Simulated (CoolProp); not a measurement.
Vapour-liquid equilibrium of R134a (1) + isobutane (2) at 0.536 MPa; x and y are mole fractions of (1).

The numbers come from the multi-fluid Helmholtz-energy mixture model, Tillner-Roth 1994 and Bücker 2006; pair parameters Bell 2016 in CoolProp.

| x | bubble temperature, mixture model (°C) | bubble temperature, Raoult's law (°C) | y, mixture model | y, Raoult's law |
|---|---|---|---|---|
| 0.05 | 31.9 | 38.7 | 0.218 | 0.091 |
| 0.15 | 22.2 | 35.5 | 0.440 | 0.252 |
| 0.25 | 17.6 | 32.8 | 0.539 | 0.389 |
| 0.35 | 15.4 | 30.2 | 0.593 | 0.506 |
| 0.45 | 14.2 | 27.9 | 0.627 | 0.609 |
| 0.55 | 13.5 | 25.8 | 0.655 | 0.699 |
| 0.65 | 13.2 | 23.8 | 0.685 | 0.779 |
| 0.75 | 13.2 | 22.0 | 0.723 | 0.850 |
| 0.85 | 13.8 | 20.3 | 0.786 | 0.915 |
| 0.95 | 15.9 | 18.7 | 0.902 | 0.973 |

The largest gap from Raoult's law is -15.2 K in bubble temperature, at x = 0.25. y crosses x between x = 0.65 and 0.75: the model has an azeotrope there.

The pair parameters rest on a limited set of measurements; away from them the model extrapolates. With so large a gap from Raoult's law the liquid may split in two, which this calculation doesn't test in full.
